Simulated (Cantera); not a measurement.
**MgO + H₂S + H₂O (roasting and sulfation)**

Charge: 1 mol MgO, 0.32 mol H₂S, 0.51 mol H₂O, at 1025 K.

Method: chemical equilibrium by Gibbs-energy minimisation in Cantera with the NASA 1993 tables (ideal gas, pure condensed phases). Candidate condensed phases: H₂O, H₂SO₄, Mg, MgO, Mg(OH)₂, MgS, MgSO₄, S; 26 gas species. Gases not in the tables: S₃ to S₇. Kinetics and transport are ignored.

From 7.50 Torr to 15000 Torr the condensed part is MgO(s).

| P (Pa) | log p H₂O | log p H₂S | log p H₂ | log p S₂ | log p SO₂ | log p SH | log p S₂O | log p SO | n MgO(s) |
|---|---|---|---|---|---|---|---|---|---|
| 1000 | -2.24 | -2.59 | -2.97 | -3.28 | -5.05 | -6.11 | -6.23 | -7.37 | 1.00 |
| 3500 | -1.69 | -1.99 | -2.56 | -2.88 | -4.56 | -5.71 | -5.68 | -7.02 | 1.00 |
| 13000 | -1.11 | -1.38 | -2.16 | -2.48 | -4.02 | -5.31 | -5.11 | -6.66 | 1.00 |
| 45000 | -0.57 | -0.81 | -1.78 | -2.11 | -3.51 | -4.93 | -4.57 | -6.31 | 1.00 |
| 160000 | -0.01 | -0.24 | -1.39 | -1.73 | -2.98 | -4.56 | -4.03 | -5.95 | 1.00 |
| 560000 | 0.53 | 0.31 | -1.02 | -1.37 | -2.46 | -4.19 | -3.50 | -5.60 | 1.00 |
| 2000000 | 1.09 | 0.87 | -0.64 | -1.02 | -1.94 | -3.82 | -2.97 | -5.25 | 1.00 |
log p: log10 of the partial pressure in bar; n: condensed amount in mol.
